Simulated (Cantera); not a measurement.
A Cantera script and what it prints.

```python
import numpy as np
import cantera as ct

gas_names = """
    C CN CO CO2 C2 CCN CNC C2N2 C2O C3 C3O2 C4 C4N2 C5 N NCO NO NO2 NO3 N2 N2O O O2 O3 Si SiC SiC2 SiN
    SiO SiO2 Si2 Si2C Si2N Si3
""".split()
cond_names = """
    C(gr) Si(cr) Si(L) SiC(b) SiO2(Lqz) SiO2(hqz) SiO2(L) Si2N2O(s) Si3N4(a)
""".split()


# ... load() reads the species with a 1 bar reference pressure and builds the phases ...
atoms = {
    'SiC': {'Si': 1, 'C': 1},
    'N2O': {'N': 2, 'O': 1},
    'N2': {'N': 2},
}
top_T = {'C(gr)': 4500, 'SiC(b)': 3050, 'Si2N2O(s)': 2100, 'Si3N4(a)': 2400}  # K; cautious upper limits of use, not melting points


# ... equilibrate(T, P, feed) seeds the gas with the atoms and calls Mixture.equilibrate('TP', solver="vcs", rtol=1e-11, max_steps=5000) ...
results = []
feed = {'SiC': 1, 'N2O': 0.1, 'N2': 130}  # mol
P = 2.9  # Pa
for T in [1175, 1250, 1325, 1400, 1475, 1550, 1625, 1700, 1775, 1850, 1925]:
    mix = equilibrate(T, P, feed)
    results.append((T, P, feed, dict(zip(mix.species_names, mix.species_moles))))
    x = sorted(zip(gas.X, gas.species_names), reverse=True)
    print(f"T = {T:g} K  P = {P:g} Pa  gas = {mix.phase_moles(0):.4g} mol")
    print("   x: " + "  ".join(f"{s} {v:.3e}" for v, s in x if v > 0.0001))
    print("   condensed (mol): " + ("  ".join(f"{mix.phase(i).name} {mix.phase_moles(i):.4g}"
          for i in range(1, mix.n_phases) if mix.phase_moles(i) > 1e-12) or "none"))
```

Output:

```
T = 1175 K  P = 2.9 Pa  gas = 130.1 mol
   x: N2 9.995e-01  CO 5.122e-04
   condensed (mol): SiC(b) 0.9333  Si2N2O(s) 0.03331
T = 1250 K  P = 2.9 Pa  gas = 130.1 mol
   x: N2 9.995e-01  CO 5.098e-04
   condensed (mol): SiC(b) 0.9337  Si2N2O(s) 0.03269
T = 1325 K  P = 2.9 Pa  gas = 130.2 mol
   x: N2 9.994e-01  CO 4.692e-04  SiO 1.293e-04
   condensed (mol): SiC(b) 0.9389  Si2N2O(s) 0.02211
T = 1400 K  P = 2.9 Pa  gas = 130.2 mol
   x: N2 9.992e-01  CO 3.860e-04  SiO 3.821e-04
   condensed (mol): SiC(b) 0.9497
T = 1475 K  P = 2.9 Pa  gas = 130.2 mol
   x: N2 9.992e-01  CO 3.992e-04  SiO 3.688e-04
   condensed (mol): SiC(b) 0.948
T = 1550 K  P = 2.9 Pa  gas = 130.2 mol
   x: N2 9.991e-01  CO 4.674e-04  SiO 3.005e-04  Si 1.651e-04
   condensed (mol): SiC(b) 0.9391
T = 1625 K  P = 2.9 Pa  gas = 130.3 mol
   x: N2 9.987e-01  CO 6.404e-04  Si 5.083e-04  SiO 1.272e-04
   condensed (mol): SiC(b) 0.9163
T = 1700 K  P = 2.9 Pa  gas = 130.3 mol
   x: N2 9.985e-01  CO 7.537e-04  Si 7.344e-04
   condensed (mol): SiC(b) 0.9008
T = 1775 K  P = 2.9 Pa  gas = 130.4 mol
   x: N2 9.976e-01  Si 1.623e-03  CO 7.628e-04
   condensed (mol): C(gr) 0.1121  SiC(b) 0.7805
T = 1850 K  P = 2.9 Pa  gas = 131.1 mol
   x: N2 9.923e-01  Si 6.690e-03  CO 7.579e-04  SiC2 1.295e-04
   condensed (mol): C(gr) 0.7741  SiC(b) 0.07874
T = 1925 K  P = 2.9 Pa  gas = 131.2 mol
   x: N2 9.916e-01  Si 7.311e-03  CO 7.605e-04  SiC2 2.102e-04
   condensed (mol): C(gr) 0.8342
```

These are equilibrium values from Cantera (NASA tables, ideal gas, pure condensed phases), not measurements of a reactor. Mutual solubility and eutectic melting of coexisting phases are not modelled. The tables' values for SiN are old estimates; treat these amounts as uncertain.
